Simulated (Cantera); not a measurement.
Standard-state values (1 bar) from the NASA 1993 polynomials, evaluated with Cantera. Values are per mole of reaction as written; species without (g) are pure solids or liquids, kept so even where they would boil at 1 bar.

Q: Between 300 and 1848 K, where is each reaction favourable under standard conditions?
- V + 3 VO2(g) ⇌ 2 V2O3

A: 
- V + 3 VO2(g) ⇌ 2 V2O3: ΔG° is -1551 kJ at 300 K and -708 kJ at 1848 K; it stays negative (K > 1). ΔH° is -1608 kJ and ΔS° -487 J/K at 1848 K.
